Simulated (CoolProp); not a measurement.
Vapour-liquid equilibrium of n-pentane (1) + benzene (2) at 0.802 MPa; x and y are mole fractions of (1).

The numbers come from the multi-fluid Helmholtz-energy mixture model, Thol 2019 and Thol 2012; pair parameters Bell 2016 in CoolProp.

Q: Give the bubble temperature and the first vapour's composition at x = 0.2, 0.35, 0.95. Is there an azeotrope?

A: x = 0.2: 146.8 °C, y = 0.412; x = 0.35: 137.4 °C, y = 0.583; x = 0.95: 115.4 °C, y = 0.972. No azeotrope shows between x = 0.05 and 0.95.

The pair parameters rest on a limited set of measurements; away from them the model extrapolates.
